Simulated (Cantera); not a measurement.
Charge: 1 mol CCl4, a varied amount of H2, 0.11 mol HCl, at 2725 °C and 0.0450 bar.

Cantera equilibrium calculation (NASA polynomials, part measured and part estimated; ideal gas, pure solids and liquids). Candidate condensed phases: C, C6H6, C7H8, C8H18; 91 gas species. The tables' values for CCl are old estimates; treat these amounts as uncertain. Kinetics and transport are ignored.

x: gas mole fraction; n: condensed amount in mol.

```
n(H2) (mol)   x Cl  x HCl     x H     x H2     x C3  x C2H2 (acetylene)  n C(graphite)
-----------  -----  -----  ------  -------  -------  ------------------  -------------
0.34         0.817  0.115  0.0526  0.00506  0.00680            0.000313          0.886
0.39         0.797  0.127  0.0592  0.00641  0.00680            0.000396          0.884
0.46         0.771    ___     ___      ___  0.00680                 ___          0.880
0.54         0.742  0.157  0.0787   0.0113  0.00680            0.000700          0.875
0.63         0.712  0.172  0.0901   0.0148  0.00680            0.000918          0.870
0.74         0.677  0.188   0.104   0.0196  0.00680             0.00121          0.863
0.87         0.639  0.204   0.119   0.0259  0.00680             0.00160          0.853
1            0.604  0.217   0.134   0.0327  0.00680             0.00202          0.843
1.2          0.556  0.231     ___      ___  0.00680                 ___          0.826
1.4          0.515  0.241   0.174   0.0555  0.00680             0.00343          0.808
1.6          0.479  0.246   0.192   0.0674  0.00680             0.00417          0.789
1.9          0.432  0.250   0.216   0.0851  0.00680             0.00526          0.759
2.2          0.394  0.249   0.237    0.102  0.00680             0.00632          0.727
```

Complete the blanks.


- 1.2, x H: 0.155
- 1.2, x H2: 0.0438
- 1.2, x C2H2 (acetylene): 0.00271
- 0.46, x HCl: 0.141
- 0.46, x H: 0.0684
- 0.46, x H2: 0.00854
- 0.46, x C2H2 (acetylene): 0.000529
